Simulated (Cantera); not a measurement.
Cantera run:

```python
import numpy as np
import cantera as ct

gas_names = [...]  # 130 gases of nasa_gas.yaml made of C, H, Mg, O, S
cond_names = """
    C(gr) C6H6(L) C7H8(L) C8H18(L),n-octa H2O(s) H2O(L) H2SO4(L) Mg(cr) Mg(L) MgCO3(s) MgO(s) MgO(L)
    MgO2H2(s) MgS(s) MgSO4(s) MgSO4(L) S(cr1) S(cr2) S(L)
""".split()


# ... load() reads the species with a 1 bar reference pressure and builds the phases ...
atoms = {
    'MgCO3': {'Mg': 1, 'C': 1, 'O': 3},
    'H2S': {'H': 2, 'S': 1},
    'CO2': {'C': 1, 'O': 2},
}
top_T = {'C(gr)': 4500, 'MgS(s)': 2250}  # K; cautious upper limits of use, not melting points


# ... equilibrate(T, P, feed) seeds the gas with the atoms and calls Mixture.equilibrate('TP', solver="vcs", rtol=1e-11, max_steps=5000) ...
results = []
feed = {'MgCO3': 1, 'H2S': 0.69, 'CO2': 2.1}  # mol
T = 925  # K
P = 10000  # Pa
mix = equilibrate(T, P, feed)
results.append((T, P, feed, dict(zip(mix.species_names, mix.species_moles))))
print(gas.report(threshold=1e-06))
for i in range(1, mix.n_phases):
    print(f"{mix.phase(i).name:16s} {mix.phase_moles(i):12.5e} mol")
```

Result:

```
       temperature   925 K
          pressure   10000 Pa
           density   0.053565 kg/m^3
  mean mol. weight   41.196 kg/kmol
   phase of matter   gas

                          1 kg             1 kmol
                     ---------------   ---------------
          enthalpy       -6.8839e+06       -2.8359e+08  J
   internal energy       -7.0706e+06       -2.9128e+08  J
           entropy            6963.9        2.8689e+05  J/K
    Gibbs function       -1.3326e+07       -5.4896e+08  J
 heat capacity c_p            1219.6             50244  J/K
 heat capacity c_v            1017.8             41929  J/K

                      mass frac. Y      mole frac. X     chem. pot. / RT
                     ---------------   ---------------   ---------------
                CO          0.027765          0.040835           -45.274
               COS          0.030035          0.020598           -54.619
               CO2           0.78722            0.7369           -81.839
               CS2        0.00025434        0.00013763           -27.398
                H2        0.00033726         0.0068917           -24.595
               H2O          0.026893          0.061498            -61.16
               H2S          0.090436           0.10933            -33.94
                SH        4.0598e-06        5.0577e-06           -21.643
               SO2         0.0001481        9.5244e-05           -82.475
                S2          0.036871          0.023689            -18.69
               S2O        3.8998e-05        2.0052e-05           -55.255
     [ +119 minor]         1.611e-07        1.3872e-07

C(gr)             0.00000e+00 mol
H2SO4(L)          0.00000e+00 mol
Mg(L)             0.00000e+00 mol
MgCO3(s)          0.00000e+00 mol
MgO(s)            1.00000e+00 mol
MgO2H2(s)         0.00000e+00 mol
MgS(s)            0.00000e+00 mol
MgSO4(s)          0.00000e+00 mol
S(L)              0.00000e+00 mol
```

Method: chemical equilibrium by Gibbs-energy minimisation in Cantera with the NASA 1993 tables (ideal gas, pure condensed phases). Gases not in the tables: S3 to S7.
